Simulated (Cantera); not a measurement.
Stirred combustor or abatement burner

A perfectly stirred reactor is fed with CH₄ : O₂ : N₂ : H₂O = 1 : 5 : 18.8 : 1.9 (molar parts), at 1.10 bar; it is adiabatic with a 425 K inlet, and is followed from long to short residence time, starting on the burning branch (τ in s: 0.33, 0.11, 0.038, 0.013, 0.0045, 0.0015, 0.00052, 0.00018, 6.1e-05).

Detailed kinetics in Cantera: GRI-Mech 3.0 (53 species, 325 reactions).

```
τ (s)    T (K)     x CH₄   x O₂   x H₂O    x N₂O      x OH     x NO    x CH₃
-------  -----  --------  -----  ------  -------  --------  -------  -------
0.33      1305   4.75e-5  0.113   0.146  6.24e-7   8.59e-5  1.16e-7  3.83e-6
0.11      1299  0.000112  0.113   0.146  6.02e-7  0.000104  7.92e-8  8.02e-6
0.038     1280  0.000321  0.114   0.145  4.36e-7  0.000100  3.73e-8  1.72e-5
0.013      425    0.0375  0.187  0.0712   <1e-12    <1e-12   <1e-12   <1e-12
0.0045     425    0.0375  0.187  0.0712   <1e-12    <1e-12   <1e-12   <1e-12
0.0015     425    0.0375  0.187  0.0712   <1e-12    <1e-12   <1e-12   <1e-12
0.00052    425    0.0375  0.187  0.0712   <1e-12    <1e-12   <1e-12   <1e-12
0.00018    425    0.0375  0.187  0.0712   <1e-12    <1e-12   <1e-12   <1e-12
6.1e-5     425    0.0375  0.187  0.0712   <1e-12    <1e-12   <1e-12   <1e-12
```
x: mole fraction; the columns are a selection and need not sum to one.
